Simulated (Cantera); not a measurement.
An isothermal, constant-pressure homogeneous reactor starts with 41.0 % H2, 37.3 % O2, 21.6 % N2, equivalence ratio 0.55, at 975 K and 0.200 bar.

Computed with Cantera and the H2/O2 subset of GRI-Mech 3.0, which has no nitrogen chemistry. The temperature is held fixed by assumption; the heat of reaction is taken as removed at once.

x: mole fraction; the columns are a selection and need not sum to one.

```tsv
t (s)	x H2	x O2	x HO2	x H2O	x OH	x H	x H2O2
0.000600	0.0687	0.237	0.000165	0.421	___	0.00821	1.52e-5
0.00294	0.0201	0.219	0.000109	0.491	___	1.06e-5	5.59e-5
0.0144	0.0176	0.218	8.11e-5	0.494	___	2.41e-6	0.000165
0.0707	0.00981	0.215	6.38e-5	0.504	3.16e-6	1.26e-6	0.000170
0.346	0.00157	0.212	2.06e-5	0.514	___	1.11e-7	2.46e-5
1.70	0.000124	0.211	2.45e-6	0.516	___	1.70e-9	3.88e-7
8.32	1.17e-5	0.211	2.90e-7	0.516	7.25e-8	4.32e-11	6.94e-9
40.8	7.00e-8	0.211	5.00e-9	0.516	7.31e-8	<1e-12	5.11e-11
200	1.03e-10	0.211	9.45e-10	0.516	___	<1e-12	2.14e-10
```

Question: Fill in the missing entries.

Answer: 
- 0.000600, x OH: 0.00240
- 0.00294, x OH: 1.38e-5
- 0.0144, x OH: 3.42e-6
- 0.346, x OH: 1.60e-6
- 1.70, x OH: 3.00e-7
- 200, x OH: 2.37e-7
